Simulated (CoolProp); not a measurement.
Properties of n-butane at several states (Tc = 425.1 K, pc = 3.796 MPa, ω = 0.201).

Model: reference Helmholtz-energy equation of state, Bücker 2006, in CoolProp.

```json
[
 {"T (K)": "537.5", "p (MPa)": "9.58", "phase": "supercritical", "cp (kJ/(kg K))": "3.578", "expansivity (1/kK)": "6.475", "viscosity (µPa s)": "?", "Prandtl number": "1.10"},
 {"T (K)": "479.9", "p (MPa)": "0.693", "phase": "gas", "cp (kJ/(kg K))": "?", "expansivity (1/kK)": "?", "viscosity (µPa s)": "?", "Prandtl number": "0.745"},
 {"T (K)": "522.4", "p (MPa)": "9.6", "phase": "supercritical", "cp (kJ/(kg K))": "3.698", "expansivity (1/kK)": "7.432", "viscosity (µPa s)": "?", "Prandtl number": "?"}
]
```

Task: Some entries are withheld; supply them.

Result: 
- 537.5, viscosity (µPa s): 19.7
- 479.9, cp (kJ/(kg K)): 2.527
- 479.9, expansivity (1/kK): 2.416
- 479.9, viscosity (µPa s): 11.9
- 522.4, viscosity (µPa s): 21.4
- 522.4, Prandtl number: 1.24

Viscosity comes from a separate model (Vogel 1999). Thermal conductivity comes from a separate model (Perkins 2002).
